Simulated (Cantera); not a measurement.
A freely propagating, adiabatic, planar premixed flame of 35.0 % H2, 12.5 % O2, 52.5 % N2, unburnt at 450 K and 0.132 atm; mixture-averaged transport, grid criteria slope 0.08 and curve 0.16, no radiation.

Detailed kinetics in Cantera: the H2/O2 subset of GRI-Mech 3.0, which has no nitrogen chemistry. Burning velocities carry a grid error of a few per cent, more on coarse grids.

x: mole fraction of selected species; z is measured from the peak of heat release.

```tsv
z (mm)	T (K)	u (m/s)	x H2	x O2	x H2O	x HO2	x O	x H2O2
-17.7	450	3.90	0.350	0.125	<1e-8	<1e-8	<1e-8	<1e-8
-11.8	450	3.90	0.350	0.125	<1e-8	<1e-8	<1e-8	<1e-8
-8.86	450	3.90	0.350	0.125	<1e-8	<1e-8	<1e-8	<1e-8
-5.91	450	3.90	0.350	0.125	<1e-8	3.16e-8	<1e-8	<1e-8
-2.95	456	3.95	0.349	0.125	0.000234	6.80e-5	3.15e-6	1.53e-6
-1.48	628	5.36	0.324	0.120	0.0138	4.36e-5	0.000131	5.01e-6
0	1055	8.74	0.194	0.0771	0.108	1.35e-5	0.00489	3.86e-7
1.48	1328	10.9	(withheld)	(withheld)	0.219	(withheld)	(withheld)	(withheld)
2.95	1436	11.7	0.0832	0.00984	0.234	1.44e-6	0.00704	4.15e-7
5.91	1556	12.5	0.0884	0.00810	0.239	1.03e-6	0.00651	3.08e-7
11.8	1692	13.5	0.0940	0.00647	0.244	7.23e-7	0.00553	1.81e-7
23.6	1831	14.5	0.0987	0.00472	0.251	4.82e-7	0.00420	9.45e-8
47.2	1964	15.4	0.102	0.00307	0.259	3.10e-7	0.00279	4.89e-8
```

Some entries are withheld; supply them.


- 1.48, x H2: 0.0905
- 1.48, x O2: 0.0173
- 1.48, x HO2: 2.83e-6
- 1.48, x O: 0.00761
- 1.48, x H2O2: 4.60e-7
